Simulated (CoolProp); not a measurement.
Values from CoolProp's reference Helmholtz-energy equation of state, Zhou 2012.

Q: For p-xylene, give the phase and the Z, cv (kJ/(kg K)), isothermal compressibility (1/MPa), viscosity (µPa s) at 424.4 K and 19700 kPa; 436.9 K and 19700 kPa.

A: 
- 424.4 K and 19700 kPa: liquid; Z 0.770, cv 1.72, isothermal compressibility 0.00163, viscosity 243
- 436.9 K and 19700 kPa: liquid; Z 0.758, cv 1.76, isothermal compressibility 0.00177, viscosity 226

Viscosity comes from a separate model (Balogun 2015).
